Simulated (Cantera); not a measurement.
## TEOS + CO2 + N2 (silicon oxide and oxynitride deposition)

Feed: 1 mol TEOS, 3.6 mol CO2, 3.5 mol N2, at 2098 K and 16.0 Pa.

Method: chemical equilibrium by Gibbs-energy minimisation in Cantera with the NASA 1993 tables (ideal gas, pure condensed phases). Candidate condensed phases: C, C6H6, C7H8, C8H18, H2O, Si, SiC, SiO2, Si2N2O, Si3N4; 151 gas species. The feed counts by its element totals alone. The tables' values for SiN are old estimates; treat these amounts as uncertain. The numbers say what is thermodynamically allowed, not how fast it happens.

```yaml
x(CO): 0.406
x(H2): 0.296
x(H): 0.132
x(N2): 0.125
x(Si): 0.0308
x(HCN): 0.00410
x(SiO): 0.00229
x(SiC2): 0.00197
x(Si2C): 0.000609
n(C(graphite)): 0.193 mol
gas_amount: 27.43 mol
log10 activity of Si(l) (absent): -1.42
```
